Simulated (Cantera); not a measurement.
Input: 1 mol Zr, 0.47 mol N2O, 3.5 mol H2, equilibrated at 0.600 Pa.

Method: chemical equilibrium by Gibbs-energy minimisation in Cantera with the NASA 1993 tables (ideal gas, pure condensed phases). Candidate condensed phases: H2O, Zr, ZrN, ZrO2; 28 gas species. Mutual solubility and eutectic melting of coexisting phases are not modelled. ZrN: taken at fixed stoichiometry. Condensed phases not in the tables: solid solutions among these carbides, nitrides and lower oxides. The numbers say what is thermodynamically allowed, not how fast it happens.

x: gas mole fraction; n: condensed amount in mol.

```
T (K)     x H2     x H     x ZrO      x Zr    x N2  n ZrN(s)  n ZrO2(tetragonal)
-----  -------  ------  --------  --------  ------  --------  ------------------
1548     0.963  0.0123   1.58e-9    <1e-12  0.0242     0.765               0.235
1623     0.948  0.0275   2.78e-8  2.79e-11  0.0241     0.765               0.235
1698     0.920  0.0566   3.80e-7  6.58e-10  0.0237     0.765               0.235
1773     0.869   0.108   4.16e-6   1.19e-8  0.0231     0.765               0.235
1848     0.786   0.192   3.76e-5   1.72e-7  0.0221     0.765               0.235
1923     0.665   0.314  0.000286   2.03e-6  0.0206     0.764               0.234
1998     0.511   0.468   0.00188   2.01e-5  0.0191     0.761               0.231
2073     0.342   0.628    0.0105  0.000162  0.0191     0.736               0.207
2148     0.188   0.737    0.0480  0.000957  0.0264       ___              0.0831
2223    0.0941   0.802    0.0664   0.00532  0.0316       ___                   0
2298    0.0449   0.828    0.0616    0.0257  0.0397       ___                   0
2373    0.0198   0.803    0.0566    0.0638  0.0566         0                   0
2448    0.0100   0.815    0.0560    0.0632  0.0560         0                   0
2523   0.00523   0.820    0.0557    0.0629  0.0558         0                   0
```

Question: Some entries are withheld; supply them.

Answer: 
- 2148, n ZrN(s): 0.608
- 2223, n ZrN(s): 0.493
- 2298, n ZrN(s): 0.334
